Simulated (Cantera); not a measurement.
## Ignition delay

Mixture: 14.4 % CH4, 18.0 % O2, 67.6 % N2, equivalence ratio 1.6, at 9.20 bar, adiabatic and at constant pressure. Ignition delay is the time to a rise of 400 K.

Cantera simulation using GRI-Mech 3.0 (53 species, 325 reactions); the numbers are that mechanism's predictions, not measurements.

```csv
T0 (K),delay (ms)
1225,4.90
1275,2.71
1325,1.54
1375,0.893
1425,0.529
1475,0.319
1525,0.195
```

The apparent activation energy between 1425 and 1525 K is 180 kJ/mol.
